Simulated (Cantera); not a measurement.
Input: 1 mol MgO, 2.6 mol CH4, 1.5 mol H2, equilibrated at 1330 Pa.

Equilibrium computed with Cantera from the NASA thermochemical tables; the gas is ideal and each condensed phase is pure. Candidate condensed phases: C, C6H6, C7H8, C8H18, H2O, Mg, MgCO3, MgO, Mg(OH)2; 116 gas species. The tables' values for MgH are old estimates; treat these amounts as uncertain. The numbers say what is thermodynamically allowed, not how fast it happens. All values below are at 1650 K.

Base state: H2 0.769, CO 0.115, Mg 0.115, H 0.000690, MgH 0.000139, C2H2 (acetylene) 3.51e-5, CH4 1.05e-5 (mole fractions); condensed: C(graphite).

### Question
What changes in the equilibrium state with this change: pressure from 1330 Pa to 10000 Pa?

### Answer
```json
[
 {"species": "H2", "before": "0.769", "after": "0.854"},
 {"species": "CO", "before": "0.115", "after": "0.0727"},
 {"species": "Mg", "before": "0.115", "after": "0.0725"},
 {"species": "CH4", "before": "1.05e-5", "after": "9.70e-5"},
 {"species": "H", "before": "0.000690", "after": "0.000266"},
 {"species": "MgH", "before": "0.000139", "after": "0.000254"},
 {"species": "C(graphite), mol", "before": "1.60", "after": "2.03"},
 {"species": "MgO(s), mol", "before": "0", "after": "0.430"}
]
```
